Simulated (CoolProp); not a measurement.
Methanol along the isobar 8.41 bar: density (kg/m³) from the reference equation and from simpler models built on Tc = 513.4 K, pc = 82.16 bar, ω = 0.565; each cubic takes its own stable root.

Model: reference Helmholtz-energy equation of state, de Reuck 1993, in CoolProp.

```csv
T (K),phase,reference,van der Waals,Redlich-Kwong,Soave-Redlich-Kwong,Peng-Robinson
399.5,liquid,679.4,8.612,8.771,511.3,___
414.1,gas,8.836,8.265,8.393,8.515,___
428.7,gas,8.283,7.947,8.050,8.140,8.179
443.3,gas,7.868,7.655,7.738,___,7.839
457.9,gas,7.521,7.384,7.451,7.496,7.530
472.5,gas,7.220,7.133,7.187,7.216,7.248
487.1,gas,6.952,6.899,6.943,6.960,6.990
501.7,gas,6.710,6.681,6.717,6.723,6.751
516.3,gas,6.489,6.477,6.506,6.504,6.530
530.9,gas,6.286,6.285,6.308,6.301,___
545.4,gas,6.100,6.106,6.125,___,6.135
```

Question: Complete the blanks.

Answer: 
- 399.5, Peng-Robinson: 579.2
- 414.1, Peng-Robinson: 8.557
- 443.3, Soave-Redlich-Kwong: 7.802
- 530.9, Peng-Robinson: 6.325
- 545.4, Soave-Redlich-Kwong: 6.112

At some of these states van der Waals, Redlich-Kwong gives the other phase, because its saturation line lies elsewhere.
